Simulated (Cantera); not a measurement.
A closed system holds: 1 mol CF4, 0.17 mol Si, at 1902 °C and 6.60 Pa.

These are equilibrium values from Cantera (NASA tables, ideal gas, pure condensed phases), not measurements of a reactor. Candidate condensed phases: C, Si, SiC; 23 gas species. The tables' values for SiF3 are old estimates; treat these amounts as uncertain. The numbers say what is thermodynamically allowed, not how fast it happens.

Base state: F 0.863, CF2 0.0754, SiF4 0.0519, CF 0.00883, SiF3 0.000532, CF4 0.000212, CF3 0.000167, C3 2.19e-5 (mole fractions); condensed: C(graphite).

### Question
What changes in the equilibrium state with this change: temperature from 1902 °C to 2000 °C?

### Answer
```
species             before     after
----------------  --------  --------
F                    0.863     0.901
SiF4                0.0519    0.0483
CF2                 0.0754    0.0348
CF                 0.00883    0.0136
CF4               0.000212   1.22e-5
SiF2               1.37e-6   1.95e-5
C2                 1.91e-6   1.35e-5
C3                 2.19e-5  0.000153
C                  1.48e-5   8.13e-5
C(graphite), mol     0.725     0.834
```
The tables' values for SiF3, SiF2 are old estimates; treat these amounts as uncertain.

### Question
What changes in the equilibrium state with this change: Si from 0.17 to 0.044 mol?

### Answer
```csv
species,before,after
F,0.863,0.897
CF2,0.0754,0.0814
SiF4,0.0519,0.0122
SiF3,0.000532,0.000120
CF4,0.000212,0.000247
CF3,0.000167,0.000188
CF,0.00883,0.00918
"C(graphite), mol",0.725,0.674
```
